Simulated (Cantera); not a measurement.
Equilibrium for abatement and gas-phase synthesis: H2S + SO2 + N2

A closed system holds: 1 mol H2S, 0.11 mol SO2, a varied amount of N2, at 1200 °C and 101000 Pa.

These are equilibrium values from Cantera (NASA tables, ideal gas, pure condensed phases), not measurements of a reactor. Candidate condensed phases: H2O, H2SO4, S; 35 gas species. Equilibrium is a limit: real reactors are often held back by kinetics, nucleation or transport.

From 1.1 mol N2 to 13 mol N2 nothing is condensed.

```csv
n(N2) (mol),x N2,x H2S,x S2,x H2,x H2O,x SH
1.1,0.454,0.194,0.131,0.128,0.0900,0.00188
1.5,0.531,0.162,0.114,0.114,0.0771,0.00166
2.2,0.622,0.124,0.0941,0.0966,0.0616,0.00138
3.2,0.704,0.0916,0.0755,0.0798,0.0479,0.00113
4.5,0.768,0.0674,0.0604,0.0657,0.0372,0.000915
6.4,0.824,0.0477,0.0471,0.0526,0.0280,0.000723
9.2,0.869,0.0325,0.0358,0.0411,0.0206,0.000557
13,0.903,0.0221,0.0272,0.0320,0.0151,0.000429
```
x: gas mole fraction; nothing condenses.
